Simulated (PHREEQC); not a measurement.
PHREEQC input (ion-association model, wateq4f.dat):

```
SOLUTION_MASTER_SPECIES
  An  An-  0  An  62.0  # stands for a non-complexing anion
SOLUTION_SPECIES
  An- = An-
    -log_k 0
    -gamma 3.0 0
PHASES
  Fix_H+
    H+ = H+
    -log_k 0
SOLUTION 1
  temp 25
  units mmol/kgw
  pH 7 charge
  B 0.00018
  S(6) 0.074
  Na 100.284
  As(5) 0.068
  An 100
END
SELECTED_OUTPUT 1
  -reset false
  -pH true
  -pe true
  -ionic_strength true
  -water true
  -totals As B Na S As(3) As(5) S(-2) S(6)
  -molalities Hfo_wOH Hfo_wOH2+ Hfo_wO- Hfo_sOH Hfo_sOH2+ Hfo_sO- Hfo_wH2AsO4 Hfo_wHAsO4- Hfo_wOHAsO4-3 Hfo_wH2BO3
    Hfo_wSO4- Hfo_wOHSO4-2
  -saturation_indices Mirabilite
USER_PUNCH 1
  -headings sigma psi
  10 PUNCH EDL("sigma", "Hfo"), EDL("psi", "Hfo")
PRINT
  -reset false
USE solution 1
SURFACE 1
  Hfo_wOH 0.000116854 600 0.052
  Hfo_sOH 2.92135e-06
EQUILIBRIUM_PHASES 1
  Fix_H+ -3 HAn 10
    -force_equality true
  O2(g) -0.68 10
END
# ... the last block is repeated for the other 12 points of pH, with NaOH or the acid as the point needs
```

Selected output (columns that matter, 13 of 13 rows; pH added in front):

```
pH	mu	As	B	Na	S	m_Hfo_wOH	m_Hfo_wOH2+	m_Hfo_wO-	m_Hfo_sOH	m_Hfo_sOH2+	m_Hfo_sO-	si_Mirabilite	sigma	psi
3	0.10156	3.2799e-07	1.8e-07	0.10028	6.8912e-05	9.5451e-08	4.3999e-05	4.7437e-12	6.3238e-09	2.915e-06	3.1428e-13	-5.7955	0.11871	0.096208
3.5	0.10073	3.1441e-07	1.8e-07	0.10028	6.9995e-05	2.6369e-07	4.49e-05	3.5476e-11	1.7056e-08	2.9043e-06	2.2947e-12	-5.7758	0.10894	0.092215
4	0.10047	3.4621e-07	1.8e-07	0.10028	7.1676e-05	6.293e-07	4.6247e-05	1.9617e-10	3.9218e-08	2.8821e-06	1.2225e-11	-5.7613	0.092163	0.084225
4.5	0.10038	4.5049e-07	1.8e-07	0.10028	7.3085e-05	1.232e-06	4.7157e-05	7.3736e-10	7.4378e-08	2.8469e-06	4.4516e-11	-5.7515	0.069964	0.071405
5	0.10035	6.9804e-07	1.8e-07	0.10028	7.3745e-05	2.0194e-06	4.7275e-05	1.9762e-09	1.1967e-07	2.8016e-06	1.1711e-10	-5.7471	0.047191	0.054459
5.5	0.10034	1.2239e-06	1.8e-07	0.10028	7.3942e-05	2.9807e-06	4.7035e-05	4.3272e-09	1.7408e-07	2.747e-06	2.5273e-10	-5.7458	0.027331	0.035014
6	0.10034	2.2831e-06	1.8e-07	0.10028	7.3987e-05	4.2804e-06	4.6835e-05	8.9617e-09	2.4459e-07	2.6762e-06	5.1209e-10	-5.7455	0.010885	0.014843
6.5	0.10034	4.3687e-06	1.7999e-07	0.10028	7.3997e-05	6.4334e-06	4.6766e-05	2.0275e-08	3.5315e-07	2.5671e-06	1.1129e-09	-5.7455	-0.0030619	-0.0042288
7	0.10034	8.4679e-06	1.7999e-07	0.10028	7.3999e-05	1.0694e-05	4.657e-05	5.6261e-08	5.4504e-07	2.3734e-06	2.8673e-09	-5.7454	-0.015334	-0.020642
7.5	0.10034	1.63e-05	1.7999e-07	0.10028	7.4e-05	1.9191e-05	4.5778e-05	1.8431e-07	8.605e-07	2.0526e-06	8.2642e-09	-5.7455	-0.0271	-0.034757
8	0.10035	2.8718e-05	1.7998e-07	0.10028	7.4e-05	3.3603e-05	4.3372e-05	5.9641e-07	1.2655e-06	1.6334e-06	2.2461e-08	-5.7455	-0.040588	-0.048557
8.5	0.10037	4.1481e-05	1.7997e-07	0.10028	7.4e-05	5.2029e-05	3.6612e-05	1.6938e-06	1.6826e-06	1.184e-06	5.4776e-08	-5.7455	-0.057279	-0.06255
9	0.10037	4.975e-05	1.7997e-07	0.10029	7.4e-05	6.855e-05	2.5896e-05	4.157e-06	2.031e-06	7.6723e-07	1.2316e-07	-5.7455	-0.07758	-0.076147
```

The oxide is taken as insoluble; below pH 4 it would dissolve.
